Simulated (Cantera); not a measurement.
An isothermal, constant-pressure homogeneous reactor starts with 16.9 % CH4, 83.1 % CO2, at 1550 K and 1.01 bar.

Detailed kinetics in Cantera: GRI-Mech 3.0 (53 species, 325 reactions).

One state of this run: x CH4 = 0.0808; x CO2 = 0.688; x H2 = 0.0366; x CO = 0.0821; x CH2CO = 1.97e-5; x H2O = 0.0764; x OH = 3.49e-7. x: mole fraction; the columns are a selection and need not sum to one.

Task: Which value of t (s) does it belong to?
(A) 7.39
(B) 6.00e-5
(C) 100
(D) 0.149

Result: D, 0.149
